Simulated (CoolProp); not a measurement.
Toluene at 395.72 K and 0.657 MPa flows at 5.6 m/s in a round tube of 4.6 mm bore and 0.25 µm roughness, fully developed (64/Re and Nu = 3.66 if laminar; Colebrook and Gnielinski if turbulent). Each further row changes one setting.

The numbers come from the reference Helmholtz-energy equation of state, Lemmon 2006 in CoolProp. It is a short technical equation, of lower accuracy than the large ones.

```csv
case,Reynolds number,Darcy friction factor,pressure drop (Pa/m),heat-transfer coefficient (W/(m² K)),mass flow (kg/h)
as stated,(withheld),0.0188,49200,9930,(withheld)
velocity 11.2 m/s,172000,(withheld),173000,(withheld),514
diameter 9.2 mm,172000,0.0163,21300,(withheld),1030
```

Complete the blanks.


- as stated, Reynolds number: 86200
- as stated, mass flow (kg/h): 257
- velocity 11.2 m/s, Darcy friction factor: 0.0165
- velocity 11.2 m/s, heat-transfer coefficient (W/(m² K)): 18100
- diameter 9.2 mm, heat-transfer coefficient (W/(m² K)): 8970

Viscosity comes from a separate model (Avgeri 2015). Thermal conductivity comes from a separate model (Assael 2012).
